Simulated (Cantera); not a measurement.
What does this Cantera script print?

```python
import numpy as np
import cantera as ct

gas_names = """
    B BH BH2 BH3 BN B2 H H2 N NH NH2 NH3 N2 N2H2 N2H4
""".split()
cond_names = """
    B(b) B(L) BN(s)
""".split()


# ... load() reads the species with a 1 bar reference pressure and builds the phases ...
atoms = {
    'borazine': {'B': 3, 'N': 3, 'H': 6},
    'NH3': {'N': 1, 'H': 3},
}
top_T = {'BN(s)': 3200}  # K; cautious upper limits of use, not melting points


# ... equilibrate(T, P, feed) seeds the gas with the atoms and calls Mixture.equilibrate('TP', solver="vcs", rtol=1e-11, max_steps=5000) ...
results = []
feed = {'borazine': 1, 'NH3': 19}  # mol
P = 58  # Pa
for T in [1398, 1548, 1698, 1848, 1998, 2148, 2298, 2448]:
    mix = equilibrate(T, P, feed)
    results.append((T, P, feed, dict(zip(mix.species_names, mix.species_moles))))

top = {s: max(r[3][s] / sum(r[3][g] for g in gas_names) for r in results) for s in gas_names}
cols = sorted((s for s in top if top[s] > 0.0001), key=lambda s: -top[s])[:5]
seen = [c for c in cond_names if any(r[3].get(c, 0) > 1e-12 for r in results)]
print("log10 of partial pressures in bar; condensed amounts in mol")
print(f"{'T/K':>10s}" + "".join(f"{s[:9]:>10s}" for s in cols + seen))
for T, P, feed, n in results:
    ng = sum(n[g] for g in gas_names)
    print(f"{T:10.4g}" + "".join(f"{np.log10(max(n[s] / ng * P / 1e5, 1e-99)):10.3f}" for s in cols)
          + "".join(f"{n.get(c, 0):10.4g}" for c in seen))
```

Output:

```
log10 of partial pressures in bar; condensed amounts in mol
       T/K        H2         H        N2         B       BH2      B(b)     BN(s)
      1398    -3.351    -7.001    -3.872   -15.961   -11.679         0         3
      1548    -3.352    -6.187    -3.872   -13.038   -10.074         0         3
      1698    -3.354    -5.517    -3.873   -10.636    -8.758         0         3
      1848    -3.361    -4.956    -3.876    -8.626    -7.662         0     2.998
      1998    -3.381    -4.485    -3.884    -6.919    -6.745         0     2.978
      2148    -3.444    -4.102    -3.855    -5.880    -6.431     2.863         0
      2298    -3.550    -3.794    -3.897    -5.005    -6.236     2.073         0
      2448    -3.752    -3.577    -3.966    -4.540    -6.476         0         0
```

Cantera equilibrium calculation (NASA polynomials, part measured and part estimated; ideal gas, pure solids and liquids). The feed counts by its element totals alone. The tables' values for BH2 are old estimates; treat these amounts as uncertain.
